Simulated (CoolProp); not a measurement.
Dimethyl ether along the isobar 5.59 MPa: Z from the reference equation and from simpler models built on Tc = 400.4 K, pc = 5.337 MPa, ω = 0.196; each cubic takes its own stable root.

The numbers come from the reference Helmholtz-energy equation of state, Wu 2011 in CoolProp.

| T (K) | phase | reference |
|---|---|---|
| 370 | liquid | 0.1571 |
| 373.6 | liquid | 0.1587 |
| 377.2 | liquid | 0.1605 |
| 380.8 | liquid | 0.1628 |
| 384.3 | liquid | 0.1657 |
| 387.9 | liquid | 0.1694 |
| 391.5 | liquid | 0.1743 |
| 395.1 | liquid | 0.1816 |
| 398.7 | liquid | 0.1938 |
| 402.3 | supercritical | 0.2314 |
| 405.8 | supercritical | 0.4100 |
| 409.4 | supercritical | 0.4724 |
| 413 | supercritical | 0.5139 |
| 416.6 | supercritical | 0.5463 |
| 420.2 | supercritical | 0.5731 |
| 423.8 | supercritical | 0.5962 |

Task: How far does each simpler model (van der Waals, Redlich-Kwong, Soave-Redlich-Kwong, Peng-Robinson) lie from the reference over these 16 states: mean and median of the absolute difference, and the worst?

Result: 
- van der Waals: mean 34.9 %, median 52.7 %, worst +57.7 % at 370 K and 5.59 MPa
- Redlich-Kwong: mean 15.3 %, median 20.7 %, worst +27.1 % at 398.7 K and 5.59 MPa
- Soave-Redlich-Kwong: mean 15.2 %, median 17.3 %, worst +26.5 % at 402.3 K and 5.59 MPa
- Peng-Robinson: mean 5.6 %, median 4.4 %, worst +16.5 % at 402.3 K and 5.59 MPa
